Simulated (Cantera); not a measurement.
What does this Cantera script print?

```python
import numpy as np
import cantera as ct

gas = ct.Solution("gri30.yaml")
gas.TPX = 2400, 1100, {'CH4': 0.0095, 'H2': 1, 'N2': 0.00037}
inlet = ct.Reservoir(gas, clone=True)

reactor = ct.IdealGasConstPressureReactor(gas, energy="off", clone=False)
exhaust = ct.Reservoir(gas, clone=True)
tau = [5.9, 1.3, 0.29, 0.066, 0.015, 0.0033, 0.00073][0]
for a, b in ((inlet, reactor), (reactor, exhaust)):
    ct.MassFlowController(a, b, mdot=lambda t: reactor.mass / tau)
net = ct.ReactorNet([reactor])
show = ['CH4', 'H2', 'C2H6', 'H', 'C2H2']

rows = []
print(f"{'tau/s':>10s}{'T/K':>9s}" + "".join(f"{s:>11s}" for s in show))
for tau in [5.9, 1.3, 0.29, 0.066, 0.015, 0.0033, 0.00073]:
    net.initial_time = 0.0
    net.advance(30 * tau)
    before = gas.X
    net.advance(40 * tau)
    drift = np.max(np.abs(gas.X - before) / (gas.X + 1e-9))
    rows.append([gas.T, *gas[show].X, drift])
    print(f"{tau:10.3e}{gas.T:9.1f}" + "".join(f"{x:11.3e}" for x in gas[show].X))
```

It prints:

```
     tau/s      T/K        CH4         H2       C2H6          H       C2H2
 5.900e+00   2400.0  5.858e-06  8.685e-01  1.036e-12  1.267e-01  4.299e-03
 1.300e+00   2400.0  2.691e-05  9.033e-01  1.771e-11  9.186e-02  4.368e-03
 2.900e-01   2400.0  1.973e-04  9.445e-01  6.325e-10  5.044e-02  4.322e-03
 6.600e-02   2400.0  9.081e-04  9.630e-01  9.104e-09  3.134e-02  3.840e-03
 1.500e-02   2400.0  2.975e-03  9.722e-01  6.541e-08  2.074e-02  2.523e-03
 3.300e-03   2400.0  6.783e-03  9.797e-01  1.632e-07  1.112e-02  5.357e-04
 7.300e-04   2400.0  8.802e-03  9.870e-01  4.320e-08  3.229e-03  1.175e-05
```

Detailed kinetics in Cantera: GRI-Mech 3.0 (53 species, 325 reactions). GRI-Mech 3.0 stops at C3 and has no aromatics, soot or wall deposition, so with more carbon than oxygen in the feed, carbon stays in small species such as C2H2 where larger ones or solid carbon would form. Radical loss at walls, strong at low pressure, is not modelled.
